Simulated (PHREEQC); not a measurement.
1 kg of water holding 0.55 mol CaCl2, 0.11 mol NaCl and 0.0061 mol KCl is evaporated at 40 °C; the solids stay in contact with the brine. CO2 from the air is kept out. Solids allowed: Halite, Portlandite, Sylvite. Others were left out.

The numbers come from PHREEQC with the Pitzer model, pitzer.dat.

```csv
water left (kg),ionic strength,water activity,Halite (mol),K in solution (mol/kgw),Ca in solution (mol/kgw)
1,1.77,0.969,0,0.00610,0.550
0.8219,2.15,0.961,0,0.00742,0.669
0.6755,2.61,0.951,0,0.00903,0.814
0.5552,3.18,0.937,0,0.0110,0.991
0.4563,3.87,0.920,0,0.0134,1.21
0.375,4.71,0.896,0,0.0163,1.47
0.3082,5.73,0.865,0,0.0198,1.78
0.2533,6.97,0.822,0,0.0241,2.17
0.2082,8.48,0.766,0,0.0293,2.64
0.1711,10.3,0.693,0,0.0356,3.21
0.1407,12.6,0.601,0,0.0434,3.91
0.1156,14.9,0.511,0.0492,0.0528,4.76
0.09502,17.7,0.404,0.0875,0.0642,5.79
```

Halite from water left = 0.1156 kg.

Away from 25 °C the constants follow the database's enthalpies or fits; those with neither stay at their 25 °C values.
